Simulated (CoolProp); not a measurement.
Model: reference Helmholtz-energy equation of state, Lemmon 2006, in CoolProp. It is a short technical equation, of lower accuracy than the large ones.

Task: Give the vapour pressure (kPa), liquid density (kg/m³), liquid cp (kJ/(kg K)), surface tension (mN/m) of saturated C3F8 (R218) at 175.6, 184.5, 211.3 K.

Result: 
```tsv
T (K)	p (kPa)	liquid density (kg/m³)	liquid cp (kJ/(kg K))	surface tension (mN/m)
175.6	1.99	1830	0.858	18.1
184.5	4.31	1800	0.873	16.9
211.3	27.7	1710	0.923	13.5
```

Surface tension comes from a separate correlation (Mulero 2012).
